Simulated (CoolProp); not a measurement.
Computed with CoolProp (reference Helmholtz-energy equation of state, Lemmon 2006). It is a short technical equation, of lower accuracy than the large ones.

For toluene, give the phase and the Z, conductivity (mW/(m K)), Prandtl number at 316.25 °C and 1890 kPa.


- 316.25 °C and 1890 kPa: gas; Z 0.806, conductivity 40.8, Prandtl number 0.785

Viscosity comes from a separate model (Avgeri 2015). Thermal conductivity comes from a separate model (Assael 2012).
